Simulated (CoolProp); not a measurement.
Model: reference Helmholtz-energy equation of state, Lemmon 2006, in CoolProp. It is a short technical equation, of lower accuracy than the large ones.

**Question.** Give the vapour pressure (MPa), vapour density (kg/m³), enthalpy of vaporisation (kJ/kg), surface tension (mN/m) of saturated C3F8 (R218) at -108.05 °C.

**Answer.** 
```json
[
 {"T (°C)": "-108.05", "p (MPa)": "0.000704", "vapour density (kg/m³)": "0.0966", "enthalpy of vaporisation (kJ/kg)": "128", "surface tension (mN/m)": "19.5"}
]
```

Surface tension comes from a separate correlation (Mulero 2012).
